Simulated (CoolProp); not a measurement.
Vapour-liquid equilibrium of CHF3 (R23) (1) + n-butane (2) at 277.4 K; x and y are mole fractions of (1).

Computed with CoolProp (multi-fluid Helmholtz-energy mixture model, Penoncello 2003 and Bücker 2006; pair parameters Bell 2016).

| x | bubble pressure (bar) | y at the bubble point | dew pressure at overall composition x (bar) | liquid density (mol/L) |
|---|---|---|---|---|
| 0.05 | 5.327 | 0.759 | 1.275 | 10.43 |
| 0.2 | ? | ? | 1.524 | ? |
| 0.35 | 19.26 | 0.920 | 1.889 | 11.51 |
| 0.5 | 20.98 | 0.926 | 2.476 | 12.03 |
| 0.65 | 21.99 | 0.930 | 3.588 | 12.55 |
| 0.8 | 23.69 | 0.943 | 6.519 | ? |
| 0.95 | 26.68 | 0.978 | 24.45 | 13.90 |

**Question.** Complete the blanks.

**Answer.** 
- 0.2, bubble pressure (bar): 14.62
- 0.2, y at the bubble point: 0.900
- 0.2, liquid density (mol/L): 10.97
- 0.8, liquid density (mol/L): 13.11

No azeotrope shows between x = 0.05 and 0.95.

Pair parameters are fitted to limited data, so mixtures are less certain than the pure fluids. With so large a gap from Raoult's law the liquid may split in two, which this calculation doesn't test in full.
